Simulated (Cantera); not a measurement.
Gas mixture: N2 : O2 = 0.25 : 0.78 (molar parts), at 100000 Pa, frozen composition.

Cantera's kinetic-theory transport with the Lennard-Jones parameters of GRI-Mech 3.0, ideal gas; thermal conductivity in the mixture-averaged form.

One state of this run: ρ (kg/m³) = 0.373; cp (J/kg/K) = 1108; μ (µPa s) = 46.4; λ (mW/m/K) = 72.4; Pr = 0.710; D (cm²/s) OH = 2.52; D (cm²/s) NH3 = 2.01; D (cm²/s) N2 = 1.65. D: mixture-averaged diffusion coefficient of that species in the mixture.

**Question.** Which value of T (K) does it belong to?
A. 2000
B. 400
C. 1000
D. 1400

**Answer.** C, 1000
